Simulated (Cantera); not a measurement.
An adiabatic, constant-pressure homogeneous reactor starts with 17.4 % CH4, 17.4 % O2, 65.3 % N2, equivalence ratio 2.0, at 1350 K and 4050 Torr.

Model: GRI-Mech 3.0 (53 species, 325 reactions), integrated in Cantera.

x: mole fraction; the columns are a selection and need not sum to one.

```tsv
t (s)	T (K)	x CH4	x O2	x C2H	x H	x H2O
4.00e-6	1350	0.174	0.174	<1e-12	5.51e-10	2.90e-8
1.18e-5	1350	0.174	0.174	<1e-12	9.35e-10	2.80e-7
3.48e-5	1350	0.174	0.174	<1e-12	(withheld)	3.32e-6
0.000103	1350	0.174	0.174	<1e-12	(withheld)	3.41e-5
0.000303	1351	0.173	0.173	<1e-12	(withheld)	0.000207
0.000894	1357	0.172	0.173	<1e-12	(withheld)	0.00128
0.00264	2413	9.57e-6	1.67e-6	1.20e-8	0.00291	0.130
0.00779	2414	5.99e-10	1.75e-6	<1e-12	0.00298	0.130
0.0230	2414	5.91e-10	1.75e-6	<1e-12	0.00298	0.130
0.0678	2414	5.91e-10	1.75e-6	<1e-12	0.00298	0.130
0.200	2414	5.91e-10	1.75e-6	<1e-12	0.00298	0.130
```

Problem. Some entries are withheld; supply them.

Solution. 
- 3.48e-5, x H: 3.00e-9
- 0.000103, x H: 1.07e-8
- 0.000303, x H: 2.04e-8
- 0.000894, x H: 7.07e-8
